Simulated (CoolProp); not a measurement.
R236FA along the isotherm 358.7 K: Z from the reference equation and from simpler models built on Tc = 398.1 K, pc = 3.191 MPa, ω = 0.377; each cubic takes its own stable root.

Model: reference Helmholtz-energy equation of state, Pan 2012, in CoolProp.

```
p (MPa)   phase  reference
-------  ------  ---------
0.0505      gas     0.9919
0.0897      gas     0.9855
0.16        gas     0.9740
0.284       gas     0.9530
0.505       gas     0.9137
0.897       gas     0.8354
1.6      liquid    0.07348
2.84     liquid     0.1279
5.05     liquid     0.2214
8.97     liquid     0.3801
16       liquid     0.6504
```

Question: How far does each simpler model (Redlich-Kwong, Soave-Redlich-Kwong, Peng-Robinson) lie from the reference over these 11 states: mean and median of the absolute difference, and the worst?

Answer: 
- Redlich-Kwong: mean 84.4 %, median 2.5 %, worst +857.7 % at 358.7 K and 1.6 MPa
- Soave-Redlich-Kwong: mean 6.1 %, median 1.1 %, worst +17.7 % at 358.7 K and 1.6 MPa
- Peng-Robinson: mean 1.1 %, median 0.3 %, worst +3.8 % at 358.7 K and 1.6 MPa

At some of these states Redlich-Kwong gives the other phase, because its saturation line lies elsewhere.
